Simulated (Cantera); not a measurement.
A freely propagating, adiabatic, planar premixed flame of 17.7 % CO, 17.7 % H2, 13.6 % O2, 51.1 % N2, unburnt at 723 K and 480 Torr; unity-Lewis-number transport, grid criteria slope 0.08 and curve 0.16, no radiation.

Detailed kinetics in Cantera: GRI-Mech 3.0 (53 species, 325 reactions). Unity Lewis numbers drop preferential diffusion, which matters most where H2 and H carry the flame. Burning velocities carry a grid error of a few per cent, more on coarse grids.

x: mole fraction of selected species; z is measured from the peak of heat release.

```
z (mm)  T (K)  u (m/s)    x CO    x H2    x O2    x N2O      x H      x NO
------  -----  -------  ------  ------  ------  -------  -------  --------
-2.30     723     4.71   0.177   0.177   0.136    <1e-8    <1e-8     <1e-8
-1.54     723     4.71   0.177   0.177   0.136    <1e-8    <1e-8     <1e-8
-1.15     723     4.71   0.177   0.177   0.136    <1e-8    <1e-8     <1e-8
-0.768    723     4.71   0.177   0.177   0.136    <1e-8    <1e-8     <1e-8
-0.384    732     4.77   0.177   0.176   0.135    <1e-8  3.25e-5     <1e-8
-0.192    860     5.56   0.174   0.160   0.126    <1e-8  0.00312   2.08e-7
0        1270     8.01   0.156  0.0716  0.0765        …   0.0401   2.60e-6
0.192    1553     9.62   0.128  0.0301  0.0401  3.56e-8   0.0585   9.33e-6
0.384    1700     10.4   0.111  0.0311  0.0305  3.77e-8   0.0564   1.64e-5
0.768    1860     11.3   0.102  0.0334  0.0246  3.68e-8   0.0475   2.78e-5
1.54     2020     12.1   0.101  0.0323  0.0212  3.92e-8   0.0345   4.38e-5
3.07     2179     12.9   0.100  0.0296  0.0176        …   0.0230   6.89e-5
6.14     2325     13.6  0.0972  0.0266  0.0135        …   0.0148  0.000121
```

Task: What belongs in the gaps?

Result: 
- 0, x N2O: 1.63e-8
- 3.07, x N2O: 4.40e-8
- 6.14, x N2O: 5.45e-8
